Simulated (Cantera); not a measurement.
## Zr + N2O + N2 (tantalum, niobium, vanadium and zirconium in process gases)

Feed: 1 mol Zr, 1.5 mol N2O, 29 mol N2, held at 0.150 Pa.

Equilibrium computed with Cantera from the NASA thermochemical tables; the gas is ideal and each condensed phase is pure. Candidate condensed phases: Zr, ZrN, ZrO2; 13 gas species. Mutual solubility and eutectic melting of coexisting phases are not modelled. ZrN: taken at fixed stoichiometry. Condensed phases not in the tables: solid solutions among these carbides, nitrides and lower oxides. Equilibrium is a limit: real reactors are often held back by kinetics, nucleation or transport.

From 1600 °C to 1750 °C the condensed part is ZrN(s) + ZrO2(tetragonal). At 1900 °C the condensed part is ZrO2(tetragonal). From 2050 °C to 2500 °C nothing is condensed. The main Zr-bearing gas is ZrO throughout.

```csv
T (°C),x N2,x ZrO,x O,x ZrO2,x Zr,x N,n ZrN(s),n ZrO2(tetragonal)
1600,1.000,0.000163,9.29e-8,9.35e-7,4.70e-7,1.04e-7,0.248,0.747
1750,0.993,0.00712,1.75e-6,3.75e-5,4.54e-5,1.02e-6,0.139,0.640
1900,0.983,0.0163,0.000245,0.000896,1.85e-5,7.28e-6,0,0.465
2050,0.959,0.0256,0.00982,0.00582,1.21e-5,4.01e-5,0,0
2200,0.954,0.0298,0.0143,0.00135,0.000115,0.000181,0,0
2350,0.952,0.0300,0.0162,0.000262,0.000917,0.000690,0,0
2500,0.947,0.0264,0.0201,5.87e-5,0.00463,0.00227,0,0
```
x: gas mole fraction; n: condensed amount in mol.
